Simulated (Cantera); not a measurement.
Cantera run, input and output.

```python
import numpy as np
import cantera as ct

gas = ct.Solution("gri30.yaml")


def delay(T, t_max=10):
    gas.TPX = T, 500000, {'CH4': 1, 'C2H6': 0.17, 'O2': 2.36, 'N2': 8.87}
    reactor = ct.IdealGasConstPressureReactor(gas, clone=False)
    net = ct.ReactorNet([reactor])
    net.rtol, net.atol = 1e-8, 1e-16
    while net.time < t_max:
        t_old, T_old = net.time, reactor.T
        net.step()
        if reactor.T > T + 400:  # ignition: a rise of 400 K
            return t_old + (T + 400 - T_old) / (reactor.T - T_old) * (net.time - t_old)
    return np.nan


taus = []
for T in [1175, 1225, 1275, 1325, 1375, 1425]:
    taus.append(delay(T))
    print(f"T0 = {T:6g} K   tau = {taus[-1]:.4e} s")
```

It prints:

```
T0 =   1175 K   tau = 1.6802e-03 s
T0 =   1225 K   tau = 8.6657e-04 s
T0 =   1275 K   tau = 4.8423e-04 s
T0 =   1325 K   tau = 2.8863e-04 s
T0 =   1375 K   tau = 1.8055e-04 s
T0 =   1425 K   tau = 1.1688e-04 s
```

Cantera simulation using GRI-Mech 3.0 (53 species, 325 reactions); the numbers are that mechanism's predictions, not measurements.
